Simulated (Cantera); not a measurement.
A freely propagating, adiabatic, planar premixed flame of 7.11 % C₂H₄, 19.4 % O₂, 73.2 % N₂, 0.298 % H₂O, equivalence ratio 1.1, unburnt at 623 K and 0.940 bar; mixture-averaged transport, grid criteria slope 0.08 and curve 0.16, no radiation.

Model: GRI-Mech 3.0 (53 species, 325 reactions), integrated in Cantera. GRI-Mech 3.0 was tuned for natural gas; its chemistry of ethylene as a main component is partial and can be far from experiment. Burning velocities carry a grid error of a few per cent, more on coarse grids.

x: mole fraction of selected species; z is measured from the peak of heat release.

```csv
z (mm),T (K),u (m/s),x C₂H₄,x O₂,x CH₂CO,x C₂H,x NO,x CH₂
-0.725,623,2.94,0.0710,0.194,<1e-8,<1e-8,<1e-8,<1e-8
-0.484,623,2.94,0.0710,0.194,1.26e-8,<1e-8,<1e-8,<1e-8
-0.363,624,2.95,0.0709,0.194,1.76e-7,<1e-8,<1e-8,<1e-8
-0.242,634,3.01,0.0704,0.192,4.90e-6,<1e-8,<1e-8,<1e-8
-0.121,(withheld),4.19,(withheld),(withheld),(withheld),<1e-8,(withheld),(withheld)
-0.0605,1295,6.39,0.0374,0.131,0.00270,2.20e-7,1.84e-6,2.74e-5
0,1722,8.69,0.0111,0.0844,0.00320,7.12e-6,6.16e-6,0.000109
0.0605,1968,10.0,0.00120,0.0520,0.00105,1.19e-5,1.44e-5,0.000102
0.121,2047,10.4,(withheld),(withheld),(withheld),(withheld),(withheld),(withheld)
0.242,2088,10.6,4.19e-8,0.0255,1.03e-6,<1e-8,3.17e-5,8.87e-8
0.484,2133,10.8,<1e-8,0.0210,<1e-8,<1e-8,4.01e-5,<1e-8
0.967,2191,11.0,<1e-8,0.0187,<1e-8,<1e-8,5.45e-5,<1e-8
1.93,2266,11.3,<1e-8,0.0166,<1e-8,<1e-8,8.34e-5,<1e-8
```

Question: Complete the blanks.

Answer: 
- -0.121, T (K): 868
- -0.121, x C₂H₄: 0.0608
- -0.121, x O₂: 0.172
- -0.121, x CH₂CO: 0.000477
- -0.121, x NO: 3.70e-7
- -0.121, x CH₂: 1.95e-6
- 0.121, x C₂H₄: 5.30e-5
- 0.121, x O₂: 0.0360
- 0.121, x CH₂CO: 0.000148
- 0.121, x C₂H: 2.26e-6
- 0.121, x NO: 2.27e-5
- 0.121, x CH₂: 1.89e-5
